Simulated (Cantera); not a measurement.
Input: 1 mol BCl3, a varied amount of N2, equilibrated at 71.0 mbar.

Equilibrium computed with Cantera from the NASA thermochemical tables; the gas is ideal and each condensed phase is pure. Candidate condensed phases: B, BN; 10 gas species. N2 is the only nitrogen source here; it is nearly inert below about 1500 K, so the nitride shown seldom forms there in practice. The tables' values for BCl2 are old estimates. Equilibrium is a limit: real reactors are often held back by kinetics, nucleation or transport.

Question: What condenses at these points (T in °C, n(N2) in mol): (1177, 6.4); (1077, 3.3); (977, 4.1); (1177, 5.6); (777, 7.2)?

Answer: 
```csv
T (°C),n(N2) in mol,condensed phases,B condensed (%)
1177,6.4,BN,0.1
1077,3.3,BN,0.0
977,4.1,gas only,0.0
1177,5.6,BN,0.0
777,7.2,gas only,0.0
```
